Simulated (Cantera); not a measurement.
# Equilibrium for chemical vapour transport: Fe + H₂O + H₂

A closed system holds: 1 mol Fe, 0.12 mol H₂O, a varied amount of H₂, at 1548.15 K and 750 Torr.

These are equilibrium values from Cantera (NASA tables, ideal gas, pure condensed phases), not measurements of a reactor. Candidate condensed phases: Fe, FeO, Fe(OH)₂, Fe(OH)₃, Fe₂O₃, Fe₃O₄, H₂O; 12 gas species. Mutual solubility and eutectic melting of coexisting phases are not modelled. The tables' stoichiometric FeO is somewhat more stable than real wüstite, so its field is too wide. FeO: taken at fixed stoichiometry. The numbers say what is thermodynamically allowed, not how fast it happens.

At 0.18 mol H₂ the condensed part is Fe(γ) + FeO(s). From 0.32 mol H₂ to 5.5 mol H₂ the condensed part is Fe(γ). The main Fe-bearing gas is Fe(OH)₂ at 0.18 mol H₂ and Fe at 5.5 mol H₂.

| n(H₂) (mol) | x H₂ | x H₂O | x H | x Fe(OH)₂ | n Fe(γ) | n FeO(s) |
|---|---|---|---|---|---|---|
| 0.18 | 0.695 | 0.305 | 2.57e-5 | 7.40e-6 | 0.971 | 0.0286 |
| 0.32 | 0.727 | 0.273 | 2.63e-5 | 5.67e-6 | 1.000 | 0 |
| 0.56 | 0.824 | 0.176 | 2.80e-5 | 2.10e-6 | 1.000 | 0 |
| 0.99 | 0.892 | 0.108 | 2.91e-5 | 7.27e-7 | 1.000 | 0 |
| 1.8 | 0.937 | 0.0625 | 2.99e-5 | 2.31e-7 | 1.000 | 0 |
| 3.1 | 0.963 | 0.0373 | 3.03e-5 | 8.00e-8 | 1.000 | 0 |
| 5.5 | 0.979 | 0.0214 | 3.05e-5 | 2.58e-8 | 1.000 | 0 |
x: gas mole fraction; n: condensed amount in mol.
